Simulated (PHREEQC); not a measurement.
Dissolve 0.45 mol H2SO4, 0.093 mol Na2B4O7 and 0.089 mol NaCl per kg of water at 20 °C. Closed to the air; pH follows from the charge balance.

Model: Pitzer model, pitzer.dat, run in PHREEQC.

This is a speciation only: nothing precipitates in the calculation.

**Question.** What pH, activity of water, density does the model give?

**Answer.** pH 0.48; activity of water 0.974; density 1.042 g/cm³.

**Question.** In which forms is S present?

**Answer.** HSO4- 71 %, SO4-2 29 % of the S.

Species that the database lacks are ignored.
